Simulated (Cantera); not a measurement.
An adiabatic, constant-volume homogeneous reactor starts with CH4 : H2 : O2 : N2 = 1 : 0.12 : 1.58 : 5.96 (molar parts), at 1475 K and 10.0 bar.

Model: GRI-Mech 3.0 (53 species, 325 reactions), integrated in Cantera. Above 3000 K some thermodynamic fits are extrapolated.

One state of this run: T (K) = 3129; P (bar) = 22.7; x CH4 = 8.83e-12; x H2 = 0.0461; x O2 = 0.00282; x H = 0.0105; x HO2 = 5.95e-6; x C2H2 = <1e-12; x CO2 = 0.0352. x: mole fraction; the columns are a selection and need not sum to one.

### Question
Which value of t (s) does it belong to?
(A) 7.58e-5
(B) 0.000295
(C) 1.95e-5
(D) 5.00e-6

### Answer
B, 0.000295
